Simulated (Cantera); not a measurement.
## PbCl2 + H2 (halide evaporation, hydrolysis and transport)

Feed: 1 mol PbCl2, a varied amount of H2, at 66.0 mbar.

These are equilibrium values from Cantera (NASA tables, ideal gas, pure condensed phases), not measurements of a reactor. Candidate condensed phases: Pb, PbCl2; 10 gas species. Each liquid is taken as pure. Rates play no part.

**Question.** Map the stable condensed phases over T = 873, 948, 1023, 1098, 1173, 1248, 1323, 1398, 1473, 1548, 1623, 1698 K and n(H2) in mol = 0.37, 0.55, 0.82, 1.2, 1.8, 2.7, 4.1, 6, 9, 13, 20, 30, 44.

**Answer.** 
```
T in K \ n(H2) in mol
         0.37 0.55 0.82  1.2  1.8  2.7  4.1    6    9   13   20   30   44
   1698     A    A    A    A    A    A    A    A    A    A    A    A    A
   1623     A    A    A    A    A    A    A    A    A    A    A    A    A
   1548     A    A    A    A    A    A    A    A    A    A    A    A    A
   1473     A    A    A    A    A    A    A    A    A    A    A    A    A
   1398     A    A    A    A    A    A    A    A    A    A    A    A    A
   1323     A    A    A    A    A    A    A    A    A    A    A    A    A
   1248     A    B    B    B    B    B    B    B    B    B    B    A    A
   1173     B    B    B    B    B    B    B    B    B    B    B    B    B
   1098     B    B    B    B    B    B    B    B    B    B    B    B    B
   1023     B    B    B    B    B    B    B    B    B    B    B    B    B
    948     B    B    B    B    B    B    B    B    B    B    B    B    B
    873     C    C    B    B    B    B    B    B    B    B    B    B    B
```
A: gas only; B: Pb; C: Pb + PbCl2.
